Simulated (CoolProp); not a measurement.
Vapour-liquid equilibrium of CH2F2 (R32) (1) + R123 (2) at 226.2 K; x and y are mole fractions of (1).

Model: multi-fluid Helmholtz-energy mixture model, Tillner-Roth 1997 and Younglove 1994; pair parameters Bell 2016, in CoolProp.

| x | bubble pressure (MPa) | y at the bubble point | dew pressure at overall composition x (MPa) | liquid density (mol/L) |
|---|---|---|---|---|
| 0.05 | 0.01356 | 0.843 | 0.002325 | 11.01 |
| 0.2 | 0.04378 | 0.957 | 0.002757 | 12.07 |
| 0.35 | 0.06642 | 0.975 | 0.003387 | 13.32 |
| 0.5 | 0.08250 | 0.983 | 0.004388 | 14.81 |
| 0.65 | 0.09498 | 0.988 | 0.006230 | 16.63 |
| 0.8 | 0.1071 | 0.992 | 0.01073 | 18.91 |
| 0.95 | 0.1220 | 0.998 | 0.03838 | 21.87 |

No azeotrope shows between x = 0.05 and 0.95.

Pair parameters are fitted to limited data, so mixtures are less certain than the pure fluids. With so large a gap from Raoult's law the liquid may split in two, which this calculation doesn't test in full.
